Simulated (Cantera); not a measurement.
A perfectly stirred reactor is fed with H2 : O2 = 0.37 : 1 (molar parts), equivalence ratio 0.18, at 0.00530 bar; it is held at 1450 K, and followed from long to short residence time.

Detailed kinetics in Cantera: GRI-Mech 3.0 (53 species, 325 reactions). Radical loss at walls, strong at low pressure, is not modelled. The temperature is held fixed by assumption; the heat of reaction is taken as removed at once.

Question: What does this change do: temperature 1450 to 1350 K?

Answer: 
```csv
quantity,before,after
x(H2) at τ = 3.40 s,0.00183,0.00151
x(O2) at τ = 3.40 s,0.677,0.680
x(H) at τ = 3.40 s,0.00204,0.00170
x(HO2) at τ = 3.40 s,1.56e-6,2.02e-6
x(O) at τ = 3.40 s,0.00843,0.00657
x(H2) at τ = 0.110 s,0.0119,0.0106
x(O2) at τ = 0.110 s,0.619,0.631
x(H) at τ = 0.110 s,0.0393,0.0360
x(HO2) at τ = 0.110 s,2.49e-6,3.14e-6
x(O) at τ = 0.110 s,0.0607,0.0502
```
